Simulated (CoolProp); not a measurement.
Model: reference Helmholtz-energy equation of state, Akasaka 2019, in CoolProp.

Give the vapour pressure (MPa), liquid cp (kJ/(kg K)), vapour Z of saturated R1234ze(Z) at 313.7, 335.8, 350.6 K.


| T (K) | p (MPa) | liquid cp (kJ/(kg K)) | vapour Z |
|---|---|---|---|
| 313.7 | 0.295 | 1.32 | 0.898 |
| 335.8 | 0.555 | 1.40 | 0.844 |
| 350.6 | 0.808 | 1.47 | 0.800 |
